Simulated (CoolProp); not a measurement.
Vapour-liquid equilibrium of toluene (1) + m-xylene (2) at 0.068 MPa; x and y are mole fractions of (1).

Model: multi-fluid Helmholtz-energy mixture model, Lemmon 2006 and Zhou 2012; pair parameters Bell 2016, in CoolProp.

| x | bubble temperature, mixture model (°C) | bubble temperature, Raoult's law (°C) | y, mixture model | y, Raoult's law |
|---|---|---|---|---|
| 0.05 | 122.7 | 122.8 | 0.106 | 0.104 |
| 0.2 | 116.7 | 117.3 | 0.368 | 0.360 |
| 0.35 | 111.5 | 112.6 | 0.559 | 0.551 |
| 0.5 | 107.2 | 108.3 | 0.700 | 0.698 |
| 0.65 | 103.6 | 104.6 | 0.808 | 0.813 |
| 0.8 | 100.6 | 101.2 | 0.896 | 0.905 |
| 0.95 | 98.0 | 98.1 | 0.974 | 0.979 |

The largest gap from Raoult's law is -1.1 K in bubble temperature, at x = 0.5. No azeotrope shows between x = 0.05 and 0.95.

The pair parameters rest on a limited set of measurements; away from them the model extrapolates.
